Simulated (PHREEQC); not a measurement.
A solution holds 59 mmol/kgw Na2SeO4 and 0.22 mmol/kgw H2SO4, at 25 °C. Closed to the air; pH follows from the charge balance.

All values are PHREEQC results (ion-association model, wateq4f.dat), not measurements.

This is a speciation only: nothing precipitates in the calculation.

Task: Order these S species by the share of S that they hold, largest first: SO4-2, NaSO4-, HSO4-.

Result: SO4-2 (84 %), NaSO4- (15 %), HSO4- (0.62 %)

The pH is 3.74 and the ionic strength 0.177 mol/kgw.
